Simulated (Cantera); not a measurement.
Charge: 1 mol trisilylamine, 15 mol N₂, at 1.00 Torr.

Equilibrium computed with Cantera from the NASA thermochemical tables; the gas is ideal and each condensed phase is pure. Candidate condensed phases: Si, Si₃N₄; 18 gas species. The feed counts by its element totals alone. The tables' values for SiN are old estimates; treat these amounts as uncertain. Gases not in the tables: Si₂H₆ and higher silanes. Kinetics and transport are ignored.

x: gas mole fraction; n: condensed amount in mol.

| T (K) | x N₂ | x H₂ | x Si | x H | n Si₃N₄(s) | n Si(l) |
|---|---|---|---|---|---|---|
| 1048 | 0.750 | 0.250 | <1e-12 | 1.06e-7 | 1.00 | 0 |
| 1148 | 0.750 | 0.250 | <1e-12 | [?] | 1.00 | 0 |
| 1248 | 0.750 | 0.250 | 1.41e-11 | 6.39e-6 | 1.00 | 0 |
| 1348 | 0.750 | 0.250 | 2.00e-9 | 3.17e-5 | 1.00 | 0 |
| 1448 | 0.750 | 0.250 | 1.42e-7 | 0.000126 | 1.000 | 0 |
| 1548 | 0.750 | 0.250 | 5.74e-6 | 0.000421 | 1.000 | 0 |
| 1648 | 0.749 | 0.249 | 0.000148 | 0.00122 | 0.999 | 0 |
| 1748 | 0.773 | 0.223 | 0.00109 | 0.00295 | 0 | 2.98 |
| 1848 | 0.769 | 0.220 | [?] | [?] | 0 | 2.90 |
| 1948 | 0.755 | 0.212 | 0.0174 | 0.0143 | 0 | 2.62 |
| 2048 | 0.719 | 0.195 | 0.0567 | 0.0271 | 0 | 1.70 |

Question: What belongs in the gaps?

Answer: 
- 1148, x H: 9.81e-7
- 1848, x Si: 0.00471
- 1848, x H: 0.00681
